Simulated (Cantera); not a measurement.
Gas mixture: 22.1 % H₂O, 77.9 % O₂, at 1.73 Torr, frozen composition.

Cantera's kinetic-theory transport with the Lennard-Jones parameters of GRI-Mech 3.0, ideal gas; thermal conductivity in the mixture-averaged form. Polar gases are described roughly by these parameters.

D: mixture-averaged diffusion coefficient of that species in the mixture.

```json
[
 {"T (K)": "400", "ρ (kg/m³)": "0.00200", "cp (J/kg/K)": "1074", "μ (µPa s)": "23.1", "λ (mW/m/K)": "34.5", "Pr": "0.719", "D (cm²/s) H": "949", "D (cm²/s) CO₂": "118", "D (cm²/s) N₂": "157"},
 {"T (K)": "650", "ρ (kg/m³)": "0.00123", "cp (J/kg/K)": "1159", "μ (µPa s)": "___", "λ (mW/m/K)": "___", "Pr": "0.711", "D (cm²/s) H": "___", "D (cm²/s) CO₂": "___", "D (cm²/s) N₂": "___"},
 {"T (K)": "900", "ρ (kg/m³)": "0.000888", "cp (J/kg/K)": "1232", "μ (µPa s)": "42.5", "λ (mW/m/K)": "74.1", "Pr": "0.707", "D (cm²/s) H": "3890", "D (cm²/s) CO₂": "499", "D (cm²/s) N₂": "632"},
 {"T (K)": "1150", "ρ (kg/m³)": "0.000695", "cp (J/kg/K)": "1287", "μ (µPa s)": "50.7", "λ (mW/m/K)": "92.7", "Pr": "0.704", "D (cm²/s) H": "5880", "D (cm²/s) CO₂": "759", "D (cm²/s) N₂": "953"},
 {"T (K)": "1400", "ρ (kg/m³)": "0.000571", "cp (J/kg/K)": "1331", "μ (µPa s)": "___", "λ (mW/m/K)": "___", "Pr": "0.701", "D (cm²/s) H": "___", "D (cm²/s) CO₂": "___", "D (cm²/s) N₂": "___"},
 {"T (K)": "1650", "ρ (kg/m³)": "0.000485", "cp (J/kg/K)": "1369", "μ (µPa s)": "65.2", "λ (mW/m/K)": "127", "Pr": "0.700", "D (cm²/s) H": "10800", "D (cm²/s) CO₂": "1400", "D (cm²/s) N₂": "1740"},
 {"T (K)": "1900", "ρ (kg/m³)": "0.000421", "cp (J/kg/K)": "1402", "μ (µPa s)": "71.8", "λ (mW/m/K)": "144", "Pr": "0.699", "D (cm²/s) H": "13600", "D (cm²/s) CO₂": "1770", "D (cm²/s) N₂": "2200"},
 {"T (K)": "2150", "ρ (kg/m³)": "0.000372", "cp (J/kg/K)": "1431", "μ (µPa s)": "78.1", "λ (mW/m/K)": "160", "Pr": "0.699", "D (cm²/s) H": "16700", "D (cm²/s) CO₂": "2170", "D (cm²/s) N₂": "2700"}
]
```

### Question
Complete the blanks.

### Answer

- 650, μ (µPa s): 33.5
- 650, λ (mW/m/K): 54.7
- 650, D (cm²/s) H: 2230
- 650, D (cm²/s) CO₂: 283
- 650, D (cm²/s) N₂: 364
- 1400, μ (µPa s): 58.2
- 1400, λ (mW/m/K): 110
- 1400, D (cm²/s) H: 8180
- 1400, D (cm²/s) CO₂: 1060
- 1400, D (cm²/s) N₂: 1320
